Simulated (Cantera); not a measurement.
## Zr + H2O + H2 (tantalum, niobium, vanadium and zirconium in process gases)

A closed system holds: 1 mol Zr, 1.6 mol H2O, 14 mol H2, at 3.40 bar.

Cantera equilibrium calculation (NASA polynomials, part measured and part estimated; ideal gas, pure solids and liquids). Candidate condensed phases: H2O, Zr, ZrO2; 12 gas species. Mutual solubility and eutectic melting of coexisting phases are not modelled. Condensed phases not in the tables: N, O or C dissolved in the metal. Kinetics and transport are ignored.

```json
[
 {"T (K)": "1648", "x H2": "1.000", "x H": "4.83e-5", "x ZrO": "5.60e-12", "x H2O": "2.60e-8", "x Zr": "<1e-12", "x ZrO2": "<1e-12", "x OH": "<1e-12", "n Zr(β)": "0.200", "n ZrO2(tetragonal)": "0.800", "n Zr(l)": "0", "n ZrO2(s)": "0"},
 {"T (K)": "1748", "x H2": "1.000", "x H": "0.000124", "x ZrO": "7.37e-11", "x H2O": "8.71e-8", "x Zr": "3.90e-12", "x ZrO2": "<1e-12", "x OH": "<1e-12", "n Zr(β)": "0.200", "n ZrO2(tetragonal)": "0.800", "n Zr(l)": "0", "n ZrO2(s)": "0"},
 {"T (K)": "1848", "x H2": "1.000", "x H": "0.000288", "x ZrO": "7.30e-10", "x H2O": "2.56e-7", "x Zr": "3.67e-11", "x ZrO2": "<1e-12", "x OH": "5.41e-12", "n Zr(β)": "0.200", "n ZrO2(tetragonal)": "0.800", "n Zr(l)": "0", "n ZrO2(s)": "0"},
 {"T (K)": "1948", "x H2": "0.999", "x H": "0.000613", "x ZrO": "5.69e-9", "x H2O": "6.72e-7", "x Zr": "2.75e-10", "x ZrO2": "2.81e-12", "x OH": "3.72e-11", "n Zr(β)": "0.200", "n ZrO2(tetragonal)": "0.800", "n Zr(l)": "0", "n ZrO2(s)": "0"},
 {"T (K)": "2048", "x H2": "0.999", "x H": "0.00121", "x ZrO": "3.61e-8", "x H2O": "1.60e-6", "x Zr": "1.69e-9", "x ZrO2": "2.90e-11", "x OH": "2.12e-10", "n Zr(β)": "0.200", "n ZrO2(tetragonal)": "0.800", "n Zr(l)": "0", "n ZrO2(s)": "0"},
 {"T (K)": "2148", "x H2": "0.998", "x H": "0.00226", "x ZrO": "1.91e-7", "x H2O": "3.55e-6", "x Zr": "8.61e-9", "x ZrO2": "2.40e-10", "x OH": "1.03e-9", "n Zr(β)": "0", "n ZrO2(tetragonal)": "0.800", "n Zr(l)": "0.200", "n ZrO2(s)": "0"},
 {"T (K)": "2248", "x H2": "0.996", "x H": "0.00398", "x ZrO": "8.52e-7", "x H2O": "7.45e-6", "x Zr": "3.64e-8", "x ZrO2": "1.64e-9", "x OH": "4.46e-9", "n Zr(β)": "0", "n ZrO2(tetragonal)": "0.800", "n Zr(l)": "0.200", "n ZrO2(s)": "0"},
 {"T (K)": "2348", "x H2": "0.993", "x H": "0.00667", "x ZrO": "3.33e-6", "x H2O": "1.47e-5", "x Zr": "1.36e-7", "x ZrO2": "9.48e-9", "x OH": "1.70e-8", "n Zr(β)": "0", "n ZrO2(tetragonal)": "0.800", "n Zr(l)": "0.200", "n ZrO2(s)": "0"},
 {"T (K)": "2448", "x H2": "0.989", "x H": "0.0107", "x ZrO": "1.16e-5", "x H2O": "2.74e-5", "x Zr": "4.55e-7", "x ZrO2": "4.73e-8", "x OH": "5.80e-8", "n Zr(β)": "0", "n ZrO2(tetragonal)": "0.800", "n Zr(l)": "0.200", "n ZrO2(s)": "0"},
 {"T (K)": "2548", "x H2": "0.983", "x H": "0.0166", "x ZrO": "3.64e-5", "x H2O": "4.85e-5", "x Zr": "1.38e-6", "x ZrO2": "2.07e-7", "x OH": "1.80e-7", "n Zr(β)": "0", "n ZrO2(tetragonal)": "0.799", "n Zr(l)": "0.200", "n ZrO2(s)": "0"},
 {"T (K)": "2648", "x H2": "0.975", "x H": "0.0249", "x ZrO": "0.000105", "x H2O": "8.21e-5", "x Zr": "3.85e-6", "x ZrO2": "8.10e-7", "x OH": "5.10e-7", "n Zr(β)": "0", "n ZrO2(tetragonal)": "0", "n Zr(l)": "0.200", "n ZrO2(s)": "0.799"},
 {"T (K)": "2748", "x H2": "0.963", "x H": "0.0361", "x ZrO": "0.000278", "x H2O": "0.000133", "x Zr": "9.93e-6", "x ZrO2": "2.86e-6", "x OH": "1.34e-6", "n Zr(β)": "0", "n ZrO2(tetragonal)": "0", "n Zr(l)": "0.199", "n ZrO2(s)": "0.797"}
]
```
x: gas mole fraction; n: condensed amount in mol.

From 1648 K to 2048 K the condensed part is Zr(β) + ZrO2(tetragonal). From 2148 K to 2548 K the condensed part is Zr(l) + ZrO2(tetragonal). From 2648 K to 2748 K the condensed part is Zr(l) + ZrO2(s).
